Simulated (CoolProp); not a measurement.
A simple Rankine cycle with neopentane: condensing at 296.15 K, boiler at 2.16 MPa, turbine inlet 411.5 K, turbine efficiency 0.75, pump efficiency 0.6, no recuperator. Each further row changes one setting.

Model: reference Helmholtz-energy equation of state, Lemmon 2006, in CoolProp. It is a short technical equation, of lower accuracy than the large ones.

```tsv
case	thermal efficiency (%)	net work (kJ/kg)	heat in (kJ/kg)	turbine exit temperature (K)	volume ratio over the turbine
as stated	13.8	64.6	467	348.7	18.1
turbine inlet 431.5 K	13.7	72.2	526	374.4	16.1
condensing temperature 288.15 K	14.9	72.0	485	344.3	23.5
boiler pressure 1.51 MPa	12.6	62.3	497	364.9	10.5
turbine efficiency 0.65	11.8	55.2	467	353.5	18.4
```
